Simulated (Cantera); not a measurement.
An isothermal, constant-pressure homogeneous reactor starts with H₂ : O₂ : N₂ = 0.062 : 1 : 0.19 (molar parts), equivalence ratio 0.031, at 1400 K and 0.0133 bar.

Detailed kinetics in Cantera: GRI-Mech 3.0 (53 species, 325 reactions). Radical loss at walls, strong at low pressure, is not modelled. The temperature is held fixed by assumption; the heat of reaction is taken as removed at once.

One state of this run: x H₂ = 7.89e-5; x O₂ = 0.790; x N₂O = 5.09e-9; x H₂O₂ = 2.13e-8; x OH = 0.00168; x H = 0.000134. x: mole fraction; the columns are a selection and need not sum to one.

**Question.** Which value of t (s) does it belong to?
(A) 0.00752
(B) 0.376
(C) 1.00
(D) 0.0532

**Answer.** B, 0.376
